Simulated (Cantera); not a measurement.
**Ammonia decomposition in nitride growth gas**

A perfectly stirred reactor is fed with 21.3 % NH3, 78.7 % H2, at 26.3 Torr; it is held at 1675 K, and followed from long to short residence time.

Cantera simulation using the gas-phase N/H chemistry of the illustrative SiF4/NH3 mechanism in the Surface Chemkin manual (1991); the numbers are that mechanism's predictions, not measurements. Walls and surfaces, which speed up NH3 decomposition in real reactors, are not modelled.

```csv
τ (s),x NH3,x H2,x N,x NH,x N2H2,x N2
4.3,0.192,0.799,5.38e-8,9.00e-7,2.26e-7,0.00838
2.0,0.203,0.793,5.27e-8,9.03e-7,2.38e-7,0.00407
0.91,0.208,0.790,4.99e-8,8.78e-7,2.36e-7,0.00182
0.42,0.211,0.788,4.42e-8,8.13e-7,2.18e-7,0.000769
0.19,0.212,0.788,3.28e-8,6.68e-7,1.75e-7,0.000272
0.087,0.213,0.787,1.59e-8,4.12e-7,1.01e-7,6.85e-5
0.040,0.213,0.787,3.31e-9,1.44e-7,3.09e-8,9.07e-6
0.018,0.213,0.787,3.49e-10,3.21e-8,6.08e-9,7.62e-7
0.0084,0.213,0.787,3.61e-11,7.06e-9,1.24e-9,7.06e-8
0.0038,0.213,0.787,3.35e-12,1.45e-9,2.41e-10,6.05e-9
0.0018,0.213,0.787,<1e-12,3.23e-10,5.10e-11,5.88e-10
```
x: mole fraction; the columns are a selection and need not sum to one.
